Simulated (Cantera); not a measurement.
**Stirred combustor or abatement burner**

A perfectly stirred reactor is fed with H2 : O2 : N2 : H2O = 1 : 0.658 : 7.89 : 0.039 (molar parts), equivalence ratio 0.76, at 1.00 atm; it is adiabatic with a 375 K inlet, and is followed from long to short residence time, starting on the burning branch (τ in s: 0.26, 0.099, 0.038, 0.015, 0.0057, 0.0022, 0.00084, 0.00033, 0.00013, 4.8e-05, 1.9e-05, 7.2e-06).

Cantera simulation using the H2/O2 subset of GRI-Mech 3.0, which has no nitrogen chemistry; the numbers are that mechanism's predictions, not measurements.

```csv
τ (s),T (K),x H2,x O2,x H2O2,x O,x H,x HO2
0.26,1200,0.000285,0.0175,5.64e-7,1.83e-5,1.21e-5,5.50e-6
0.099,1198,0.000532,0.0176,8.67e-7,3.65e-5,3.13e-5,7.87e-6
0.038,1194,0.000980,0.0178,1.25e-6,7.02e-5,7.91e-5,1.04e-5
0.015,1186,0.00177,0.0182,1.68e-6,0.000128,0.000190,1.28e-5
0.0057,1171,0.00333,0.0189,2.09e-6,0.000223,0.000455,1.54e-5
0.0022,1141,0.00666,0.0206,2.33e-6,0.000341,0.000972,1.90e-5
0.00084,375,0.104,0.0686,<1e-12,<1e-12,<1e-12,<1e-12
0.00033,375,0.104,0.0686,<1e-12,<1e-12,<1e-12,<1e-12
0.00013,375,0.104,0.0686,<1e-12,<1e-12,<1e-12,<1e-12
4.8e-5,375,0.104,0.0686,<1e-12,<1e-12,<1e-12,<1e-12
1.9e-5,375,0.104,0.0686,<1e-12,<1e-12,<1e-12,<1e-12
7.2e-6,375,0.104,0.0686,<1e-12,<1e-12,<1e-12,<1e-12
```
x: mole fraction; the columns are a selection and need not sum to one.
